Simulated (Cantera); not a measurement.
Feed: 1 mol Cu, 5.8 mol F2, 1 mol H2, at 10000 Pa.

Equilibrium computed with Cantera from the NASA thermochemical tables; the gas is ideal and each condensed phase is pure. Candidate condensed phases: Cu, CuF2; 15 gas species. Kinetics and transport are ignored.

### Question
Which condensed phases are stable at each of these points (T (K)): 1323, 1348, 1373, 1398, 1423, 1448, 1473, 1498, 1523?

### Answer
| T (K) | condensed phases | Cu condensed (%) |
|---|---|---|
| 1323 | CuF2(l) | 36.1 |
| 1348 | CuF2(l) | 9.8 |
| 1373 | gas only | 0.0 |
| 1398 | gas only | 0.0 |
| 1423 | gas only | 0.0 |
| 1448 | gas only | 0.0 |
| 1473 | gas only | 0.0 |
| 1498 | gas only | 0.0 |
| 1523 | gas only | 0.0 |

From 1323 K to 1348 K the condensed part is CuF2(l). From 1373 K to 1523 K nothing is condensed.
